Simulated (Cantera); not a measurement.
Diamond growth

A diamond (100) surface in a fixed gas of H2 with x(CH4) = 0.015, x(H) = 0.029, at 1348 K, 0.0900 bar; coverages are run to steady state.

Model: the Harris–Goodwin 1993 mechanism for the reconstructed diamond (100) surface, integrated in Cantera.

| x(CH3) | growth (µm/h) | θ c6HH | θ c6H* | θ c6*H | θ c6** | θ c6HM |
|---|---|---|---|---|---|---|
| 1e-06 | 0.0485 | 0.351 | 0.0550 | 0.538 | 0.0561 | 1.42e-6 |
| 2.5e-06 | 0.121 | 0.351 | 0.0550 | 0.538 | 0.0561 | 3.56e-6 |
| 6.5e-06 | 0.315 | 0.351 | 0.0550 | 0.538 | 0.0561 | 9.25e-6 |
| 1.6e-05 | 0.775 | 0.351 | 0.0550 | 0.538 | 0.0561 | 2.28e-5 |
| 4.2e-05 | 2.03 | 0.351 | 0.0549 | 0.538 | 0.0560 | 5.97e-5 |
| 0.00011 | 5.33 | 0.351 | 0.0549 | 0.538 | 0.0560 | 0.000156 |
| 0.00027 | 13.1 | 0.351 | 0.0549 | 0.537 | 0.0559 | 0.000383 |
| 0.00069 | 33.2 | 0.351 | 0.0548 | 0.537 | 0.0556 | 0.000977 |
| 0.0017 | 81.2 | 0.350 | 0.0547 | 0.535 | 0.0550 | 0.00239 |
θ: site fractions in the mechanism's names (c6HH fully hydrogenated, c6H* and c6*H radical sites, c6** diradical, c6HM methylated).
